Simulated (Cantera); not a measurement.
A perfectly stirred reactor is fed with H2 : O2 : N2 = 1 : 0.357 : 1.34 (molar parts), equivalence ratio 1.4, at 500000 Pa; it is adiabatic with a 575 K inlet, and is followed from long to short residence time, starting on the burning branch (τ in s: 0.38, 0.15, 0.061, 0.025, 0.0099, 0.004, 0.0016, 0.00064, 0.00026, 0.0001, 4.2e-05, 1.7e-05, 6.7e-06).

Detailed kinetics in Cantera: GRI-Mech 3.0 (53 species, 325 reactions). The hydrogen kinetics of GRI-Mech 3.0 are dated; newer H2 mechanisms differ, most at raised pressure.

x: mole fraction; the columns are a selection and need not sum to one.

```json
[
 {"τ (s)": "0.38", "T (K)": "2499", "x H2": "0.121", "x O2": "4.53e-5", "x O": "4.35e-5", "x N2O": "3.00e-8", "x HO2": "6.57e-8", "x H2O": "0.302"},
 {"τ (s)": "0.15", "T (K)": "2499", "x H2": "0.121", "x O2": "4.72e-5", "x O": "4.40e-5", "x N2O": "3.00e-8", "x HO2": "6.74e-8", "x H2O": "0.302"},
 {"τ (s)": "0.061", "T (K)": "2499", "x H2": "0.121", "x O2": "5.17e-5", "x O": "4.53e-5", "x N2O": "2.99e-8", "x HO2": "7.13e-8", "x H2O": "0.302"},
 {"τ (s)": "0.025", "T (K)": "2497", "x H2": "0.121", "x O2": "6.22e-5", "x O": "4.84e-5", "x N2O": "2.97e-8", "x HO2": "8.09e-8", "x H2O": "0.302"},
 {"τ (s)": "0.0099", "T (K)": "2494", "x H2": "0.121", "x O2": "8.76e-5", "x O": "5.63e-5", "x N2O": "2.95e-8", "x HO2": "1.06e-7", "x H2O": "0.301"},
 {"τ (s)": "0.0040", "T (K)": "2487", "x H2": "0.121", "x O2": "0.000142", "x O": "7.52e-5", "x N2O": "2.96e-8", "x HO2": "1.69e-7", "x H2O": "0.301"},
 {"τ (s)": "0.0016", "T (K)": "2473", "x H2": "0.121", "x O2": "(withheld)", "x O": "(withheld)", "x N2O": "3.06e-8", "x HO2": "(withheld)", "x H2O": "0.299"},
 {"τ (s)": "0.00064", "T (K)": "2448", "x H2": "0.120", "x O2": "(withheld)", "x O": "(withheld)", "x N2O": "(withheld)", "x HO2": "(withheld)", "x H2O": "0.297"},
 {"τ (s)": "0.00026", "T (K)": "2408", "x H2": "0.120", "x O2": "0.000881", "x O": "0.000442", "x N2O": "3.73e-8", "x HO2": "1.62e-6", "x H2O": "0.294"},
 {"τ (s)": "0.00010", "T (K)": "2343", "x H2": "0.119", "x O2": "0.00170", "x O": "0.000905", "x N2O": "4.37e-8", "x HO2": "3.55e-6", "x H2O": "0.288"},
 {"τ (s)": "4.2e-5", "T (K)": "2257", "x H2": "0.118", "x O2": "0.00302", "x O": "0.00166", "x N2O": "5.13e-8", "x HO2": "6.87e-6", "x H2O": "0.280"},
 {"τ (s)": "1.7e-5", "T (K)": "2136", "x H2": "0.118", "x O2": "0.00537", "x O": "0.00285", "x N2O": "6.00e-8", "x HO2": "1.34e-5", "x H2O": "0.270"},
 {"τ (s)": "6.7e-6", "T (K)": "1976", "x H2": "0.120", "x O2": "0.00964", "x O": "0.00437", "x N2O": "6.72e-8", "x HO2": "2.73e-5", "x H2O": "0.256"}
]
```

Q: Fill in the missing entries.

A: 
- 0.0016, x O2: 0.000254
- 0.0016, x O: 0.000121
- 0.0016, x HO2: 3.31e-7
- 0.00064, x O2: 0.000472
- 0.00064, x O: 0.000225
- 0.00064, x N2O: 3.32e-8
- 0.00064, x HO2: 7.33e-7
